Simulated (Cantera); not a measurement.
Feed: 1 mol SiH2Cl2, 2.8 mol H2, at 2125 K and 0.133 bar.

These are equilibrium values from Cantera (NASA tables, ideal gas, pure condensed phases), not measurements of a reactor. The tables' values for SiCl, SiCl3 are old estimates; treat these amounts as uncertain. Gases not in the tables: Si2H6 and higher silanes. Equilibrium is a limit: real reactors are often held back by kinetics, nucleation or transport.

| species | before | after |
|---|---|---|
| H2 | 0.687 | 0.537 |
| HCl | 0.189 | 0.182 |
| Si | 0.00130 | 0.0927 |
| H | 0.00825 | 0.0842 |
| Cl | 0.00166 | 0.0209 |
| SiCl | 0.00183 | 0.0123 |
| SiCl2 | 0.108 | 0.0687 |
| SiH2Cl2 | 1.07e-5 | 3.98e-8 |
| SiHCl3 | 2.99e-5 | 1.37e-7 |
| SiCl4 | 1.67e-5 | 9.43e-8 |
| Si2 | 1.79e-5 | 0.000680 |
| Si3 | 3.62e-6 | 7.34e-5 |
| SiCl3 | 0.00137 | 8.21e-5 |
| Si(l), mol | 0.452 | 0 |
Gas species are given as mole fractions.

Q: What was changed between the two runs?
(A) temperature from 2125 K to 1923.15 K
(B) pressure from 0.133 bar to 10.0 mbar
(C) pressure from 0.133 bar to 1.00 mbar
(D) temperature from 2125 K to 1498 K

A: C, pressure from 0.133 bar to 1.00 mbar
